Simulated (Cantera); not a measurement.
Input: 1 mol Zr, 0.12 mol H2O, 2.3 mol N2, held at 1700 K and 71.3 Torr.

These are equilibrium values from Cantera (NASA tables, ideal gas, pure condensed phases), not measurements of a reactor. Candidate condensed phases: H2O, Zr, ZrN, ZrO2; 28 gas species. Mutual solubility and eutectic melting of coexisting phases are not modelled. ZrN: taken at fixed stoichiometry. Condensed phases not in the tables: solid solutions among these carbides, nitrides and lower oxides. The numbers say what is thermodynamically allowed, not how fast it happens.

Base state: N2 0.938, H2 0.0615, H 0.000119 (mole fractions); condensed: ZrN(s) + ZrO2(tetragonal).

Task: What changes in the equilibrium state with this change: temperature from 1700 K to 2525 K?

Result: 
```
species                  before    after
---------------------  --------  -------
N2                        0.938    0.929
H2                       0.0615   0.0506
H                      0.000119   0.0205
ZrO                       <1e-9  7.90e-5
H2O                     2.66e-6  2.81e-5
ZrN(s), mol               0.940    0.940
ZrO2(tetragonal), mol    0.0600   0.0599
```
